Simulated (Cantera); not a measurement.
An isothermal, constant-pressure homogeneous reactor starts with CH₄ : CO₂ : H₂ = 1 : 0.48 : 0.51 (molar parts), at 1598 K and 750 Torr.

Cantera simulation using GRI-Mech 3.0 (53 species, 325 reactions); the numbers are that mechanism's predictions, not measurements. GRI-Mech 3.0 stops at C3 and has no aromatics, soot or wall deposition, so with more carbon than oxygen in the feed, carbon stays in small species such as C2H2 where larger ones or solid carbon would form.

x: mole fraction; the columns are a selection and need not sum to one.

| t (s) | x CH₄ | x CO₂ | x H₂ | x H₂O₂ | x OH | x C₂H₄ |
|---|---|---|---|---|---|---|
| 2.00e-6 | 0.503 | 0.241 | 0.256 | <1e-12 | 9.31e-10 | 5.36e-11 |
| 1.75e-5 | 0.502 | 0.241 | 0.256 | <1e-12 | 5.07e-9 | ? |
| 0.000154 | 0.502 | 0.241 | 0.256 | <1e-12 | 2.48e-8 | ? |
| 0.00135 | 0.495 | 0.239 | 0.260 | <1e-12 | 4.37e-8 | ? |
| 0.0118 | 0.431 | 0.217 | 0.299 | <1e-12 | 7.48e-8 | ? |
| 0.104 | 0.191 | 0.0909 | 0.412 | <1e-12 | 2.68e-7 | ? |
| 0.910 | 0.0492 | 0.0141 | 0.508 | <1e-12 | 3.34e-7 | ? |
| 7.98 | 0.0395 | 0.00383 | 0.592 | <1e-12 | 6.90e-8 | ? |
| 70.0 | 0.0360 | 2.25e-6 | 0.616 | <1e-12 | 3.82e-11 | ? |

Task: Some entries are withheld; supply them.

Result: 
- 1.75e-5, x C₂H₄: 7.27e-8
- 0.000154, x C₂H₄: 3.09e-5
- 0.00135, x C₂H₄: 0.00172
- 0.0118, x C₂H₄: 0.00683
- 0.104, x C₂H₄: 0.00589
- 0.910, x C₂H₄: 0.00700
- 7.98, x C₂H₄: 0.00470
- 70.0, x C₂H₄: 0.00388
